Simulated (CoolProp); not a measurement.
A closed Brayton cycle with dry air: compressor inlet 313.15 K and 6.9 MPa, high pressure 24.1 MPa, turbine inlet 865 K, compressor efficiency 0.89, turbine efficiency 0.93, recuperator effectiveness 0 (on enthalpy, no pinch check). Each further row changes one setting.

Model: reference Helmholtz-energy equation of state, Lemmon 2000, in CoolProp. It is a pseudo-pure fit of the blend.

| case | thermal efficiency (%) | net work (kJ/kg) | compressor to turbine work | compressor exit (K) | turbine exit (K) |
|---|---|---|---|---|---|
| as stated | [?] | 99.8 | 0.61 | 466.3 | 637.7 |
| turbine inlet 815 K | 21.7 | [?] | 0.65 | 466.3 | [?] |
| compressor inlet 323.15 K | [?] | [?] | 0.64 | 480.9 | 637.7 |
| high pressure 20.5 MPa | 20.2 | [?] | [?] | 443.4 | 663.6 |
| recuperator effectiveness 0.5 | 28.1 | 99.8 | 0.61 | 466.3 | 637.7 |

Problem. Fill in the missing entries.

Solution. 
- as stated, thermal efficiency (%): 22.3
- turbine inlet 815 K, net work (kJ/kg): 84.7
- turbine inlet 815 K, turbine exit (K): 598.8
- compressor inlet 323.15 K, thermal efficiency (%): 21.9
- compressor inlet 323.15 K, net work (kJ/kg): 94.4
- high pressure 20.5 MPa, net work (kJ/kg): 94.9
- high pressure 20.5 MPa, compressor to turbine work: 0.59
